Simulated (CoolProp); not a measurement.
R407C at 492.28 K and 3.07 MPa flows at 16 m/s in a round tube of 4.6 mm bore and 0.25 µm roughness, fully developed (64/Re and Nu = 3.66 if laminar; Colebrook and Gnielinski if turbulent). Each further row changes one setting.

Model: reference Helmholtz-energy equation of state, Lemmon 2003, in CoolProp. It is a pseudo-pure fit of the blend.

```json
[
 {"case": "as stated", "Reynolds number": "242000", "Darcy friction factor": "0.0156", "pressure drop (Pa/m)": "[?]", "heat-transfer coefficient (W/(m² K))": "2750", "mass flow (kg/h)": "[?]"},
 {"case": "velocity 32 m/s", "Reynolds number": "483000", "Darcy friction factor": "0.0140", "pressure drop (Pa/m)": "108000", "heat-transfer coefficient (W/(m² K))": "[?]", "mass flow (kg/h)": "[?]"},
 {"case": "diameter 9.2 mm", "Reynolds number": "483000", "Darcy friction factor": "[?]", "pressure drop (Pa/m)": "13200", "heat-transfer coefficient (W/(m² K))": "[?]", "mass flow (kg/h)": "[?]"}
]
```

Complete the blanks.


- as stated, pressure drop (Pa/m): 30200
- as stated, mass flow (kg/h): 66.8
- velocity 32 m/s, heat-transfer coefficient (W/(m² K)): 4920
- velocity 32 m/s, mass flow (kg/h): 134
- diameter 9.2 mm, Darcy friction factor: 0.0136
- diameter 9.2 mm, heat-transfer coefficient (W/(m² K)): 2400
- diameter 9.2 mm, mass flow (kg/h): 267

Viscosity comes from a separate model (Geller 2000). Thermal conductivity comes from a separate model (Geller 2001).
